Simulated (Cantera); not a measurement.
Cantera run, input and output.

```python
import numpy as np
import cantera as ct

surf = ct.Interface("ptcombust.yaml", "Pt_surf")
gas = surf.adjacent["gas"]
gas.TPX = 800, 500000, {'CH4': 0.0083, 'O2': 0.011, 'N2': 0.79}
surf.TP = 800, 500000
reactor = ct.FlowReactor(gas, clone=False)
reactor.area = 0.0001  # m2
reactor.surface_area_to_volume_ratio = 960  # 1/m
reactor.mass_flow_rate = 0.56 * reactor.area * gas.density  # inlet velocity 0.56 m/s
reactor.energy_enabled = False
wall = ct.ReactorSurface(surf, reactor, clone=False)
net = ct.ReactorNet([reactor])
net.rtol, net.atol = 1e-8, 1e-16
show, cover = ['CH4', 'O2', 'H2O', 'CO2', 'CO'], ['PT(S)', 'H(S)', 'O(S)', 'OH(S)', 'CO(S)', 'C(S)']

rows = []
print(f"{'z/m':>9s}{'u/(m/s)':>9s}" + "".join(f"{s:>13s}" for s in show + cover))
for z in [0.00026, 0.00049, 0.00096, 0.0018, 0.0036, 0.0069, 0.013, 0.026]:
    net.advance(z)
    rows.append([reactor.speed, *gas[show].X, *surf[cover].coverages])
    print(f"{z:9.4g}{rows[-1][0]:9.3g}" + "".join(f"{x:13.4e}" for x in rows[-1][1:]))
```

It prints:

```
      z/m  u/(m/s)          CH4           O2          H2O          CO2           CO        PT(S)         H(S)         O(S)        OH(S)        CO(S)         C(S)
  0.00026     0.56   1.0246e-02   1.3572e-02   2.0216e-05   9.7087e-06   3.9905e-07   4.6407e-02   1.2138e-09   9.5326e-01   2.8665e-04   4.5734e-05   8.3142e-08
  0.00049     0.56   1.0237e-02   1.3554e-02   3.8099e-05   1.8387e-05   6.6314e-07   4.6427e-02   1.4752e-09   9.5317e-01   3.5679e-04   4.6124e-05   8.3158e-08
  0.00096     0.56   1.0218e-02   1.3518e-02   7.4652e-05   3.6303e-05   1.0232e-06   4.6469e-02   1.8930e-09   9.5302e-01   4.6866e-04   4.6665e-05   8.3196e-08
   0.0018     0.56   1.0186e-02   1.3453e-02   1.4001e-04   6.8677e-05   1.3267e-06   4.6545e-02   2.4628e-09   9.5279e-01   6.2058e-04   4.7143e-05   8.3260e-08
   0.0036     0.56   1.0116e-02   1.3313e-02   2.8018e-04   1.3861e-04   1.4775e-06   4.6712e-02   3.3733e-09   9.5238e-01   8.6123e-04   4.7457e-05   8.3409e-08
   0.0069     0.56   9.9869e-03   1.3055e-02   5.3778e-04   2.6740e-04   1.4833e-06   4.7044e-02   4.6199e-09   9.5172e-01   1.1848e-03   4.7687e-05   8.3759e-08
    0.013     0.56   9.7473e-03   1.2576e-02   1.0168e-03   5.0694e-04   1.4560e-06   4.7724e-02   6.4019e-09   9.5060e-01   1.6312e-03   4.8161e-05   8.4591e-08
    0.026     0.56   9.2285e-03   1.1538e-02   2.0544e-03   1.0258e-03   1.3964e-06   4.9399e-02   9.4955e-09   9.4820e-01   2.3489e-03   4.9487e-05   8.6919e-08
```

Detailed kinetics in Cantera: Deutschmann's 1995 Pt surface mechanism with GRI-Mech 3.0 gas chemistry. Catalytic surfaces can have several steady states; this one follows from the mechanism file's or the stated starting coverage. Mass transfer to the wall is taken as infinitely fast.
